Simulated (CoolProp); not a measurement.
Model: reference Helmholtz-energy equation of state, Younglove 1994, in CoolProp. It is a modified Benedict-Webb-Rubin equation, recast in Helmholtz form.

**Question.** Give the vapour pressure (bar), surface tension (mN/m), vapour viscosity (µPa s), liquid conductivity (mW/(m K)) of saturated R123 at 78.15, 129.65 °C.

**Answer.** 
```
T (°C)  p (bar)  surface tension (mN/m)  vapour viscosity (µPa s)  liquid conductivity (mW/(m K))
------  -------  ----------------------  ------------------------  ------------------------------
78.15      4.67                    9.17                      12.6                            63.0
129.65     14.5                    4.01                      14.9                            51.8
```

Viscosity comes from a separate model (Tanaka 1996). Thermal conductivity comes from a separate model (Laesecke 1996). Surface tension comes from a separate correlation (Mulero 2012).
